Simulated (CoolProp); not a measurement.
Computed with CoolProp (reference Helmholtz-energy equation of state, Gao 2016).

Task: Give the vapour pressure (MPa), vapour Z, surface tension (mN/m) of saturated sulfur dioxide at -2.95, 6.25, 15.55 °C.

Result: 
```json
[
 {"T (°C)": "-2.95", "p (MPa)": "0.138", "vapour Z": "0.966", "surface tension (mN/m)": "27.1"},
 {"T (°C)": "6.25", "p (MPa)": "0.200", "vapour Z": "0.956", "surface tension (mN/m)": "25.3"},
 {"T (°C)": "15.55", "p (MPa)": "0.282", "vapour Z": "0.945", "surface tension (mN/m)": "23.5"}
]
```

Surface tension comes from a separate correlation (Mulero 2012).
